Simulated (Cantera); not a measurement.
Input: 1 mol Si, 0.023 mol CO₂, 2.2 mol N₂, at 1927 °C and 32.0 mbar.

These are equilibrium values from Cantera (NASA tables, ideal gas, pure condensed phases), not measurements of a reactor. Candidate condensed phases: C, Si, SiC, SiO₂, Si₂N₂O, Si₃N₄; 34 gas species. Mutual solubility and eutectic melting of coexisting phases are not modelled. The tables' values for SiN are old estimates; treat these amounts as uncertain. Rates play no part.

Base state: N₂ 0.967, Si 0.0115, SiO 0.0112, CO 0.00906, Si₂C 0.000676, Si₂N 0.000378, SiN 0.000342, Si₂ 0.000185 (mole fractions); condensed: Si(l) + SiC(s).

Problem. What changes in the equilibrium state with this change: temperature from 1927 °C to 1575 °C?

Solution. 
```tsv
species	before	after
N₂	0.967	0.977
SiO	0.0112	0.0181
CO	0.00906	0.00497
Si	0.0115	0.000141
SiC₂	1.28e-5	4.69e-9
Si₂C	0.000676	1.91e-6
Si₃	3.60e-5	1.16e-7
Si₂	0.000185	7.00e-7
Si(l), mol	0.941	0
SiC(s), mol	0.000774	0.0150
Si₂N₂O(s), mol	0	0.00894
Si₃N₄(s), mol	0	0.313
```

Problem. What changes in the equilibrium state with this change: 0.38 mol H₂O added?

Solution. 
| species | before | after |
|---|---|---|
| N₂ | 0.967 | 0.719 |
| SiO | 0.0112 | 0.132 |
| H₂ | 0 | 0.119 |
| H | 0 | 0.0108 |
| Si | 0.0115 | 0.0115 |
| SiH | 0 | 0.000314 |
| HCN | 0 | 6.52e-5 |
| SiH₂ | 0 | 3.53e-5 |
| Si(l), mol | 0.941 | 0.556 |
| SiC(s), mol | 0.000774 | 0 |
Gases not in the tables: Si₂H₆ and higher silanes. Further candidate phases: C₆H₆, C₇H₈, C₈H₁₈, H₂O.
